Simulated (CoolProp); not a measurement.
Vapour-liquid equilibrium of R125 (1) + R134a (2) at 0.00594 MPa; x and y are mole fractions of (1).

Computed with CoolProp (multi-fluid Helmholtz-energy mixture model, Lemmon 2005 and Tillner-Roth 1994; pair parameters Lemmon 2004).

```csv
x,bubble temperature (°C),y at the bubble point,dew temperature at overall composition x (°C),liquid density (mol/L)
0.05,-75.8,0.175,-74.4,14.80
0.125,-78.2,0.372,-75.2,14.76
0.2,-80.3,0.515,-76.1,14.71
0.275,-82.1,0.623,-76.9,14.65
0.35,-83.7,0.705,-77.9,14.58
0.425,-85.1,0.770,-78.9,14.51
0.5,-86.4,0.821,-80.0,14.44
0.575,-87.5,0.863,-81.2,14.36
0.65,-88.6,0.897,-82.6,14.28
0.725,-89.5,0.926,-84.1,14.19
0.8,-90.4,0.950,-85.8,14.10
0.875,-91.2,0.971,-87.9,14.02
0.95,-92.0,0.989,-90.4,13.93
```

No azeotrope shows between x = 0.05 and 0.95.

Pair parameters are fitted to limited data, so mixtures are less certain than the pure fluids.
